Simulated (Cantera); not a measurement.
Charge: 1 mol TiO₂, 2.8 mol CH₄, 0.88 mol CO, equilibrated at 2327 °C and 2.10 bar.

Method: chemical equilibrium by Gibbs-energy minimisation in Cantera with the NASA 1993 tables (ideal gas, pure condensed phases). Candidate condensed phases: C, C₆H₆, C₇H₈, C₈H₁₈, H₂O, Ti, TiC, TiO, TiO₂, Ti₂O₃, Ti₃O₅, Ti₄O₇; 113 gas species. Mutual solubility and eutectic melting of coexisting phases are not modelled. TiC, TiO: taken at fixed stoichiometry. Condensed phases not in the tables: solid solutions among these carbides, nitrides and lower oxides. Rates play no part.

Base state: H₂ 0.650, CO 0.328, H 0.0214, H₂O 0.000425, TiO 0.000370, Ti 0.000131, CO₂ 3.32e-5 (mole fractions); condensed: TiC(s) + TiO(l).

What changes in the equilibrium state with this change: TiO₂ replaced by PbO?


| species | before | after |
|---|---|---|
| H₂ | 0.650 | 0.632 |
| CO | 0.328 | 0.219 |
| Pb | 0 | 0.117 |
| C₂H₂ (acetylene) | 4.28e-6 | 0.0103 |
| H | 0.0214 | 0.0211 |
| TiO | 0.000370 | 0 |
| Ti | 0.000131 | 0 |
| C₄H₂ | <1e-9 | 6.89e-5 |
| Pb₂ | 0 | 5.42e-5 |
| TiC(s), mol | 0.901 | 0 |
| TiO(l), mol | 0.0944 | 0 |
| C(graphite), mol | 0 | 1.62 |
Further candidate phases: Pb, PbO, PbO₂, Pb₃O₄.

What changes in the equilibrium state with this change: temperature from 2327 °C to 2050 °C?


```tsv
species	before	after
H₂	0.650	0.663
CO	0.328	0.330
H	0.0214	0.00612
TiO	0.000370	2.38e-5
Ti	0.000131	2.47e-6
CO₂	3.32e-5	4.99e-5
TiC(s), mol	0.901	0.903
TiO(l), mol	0.0944	0.0972
```
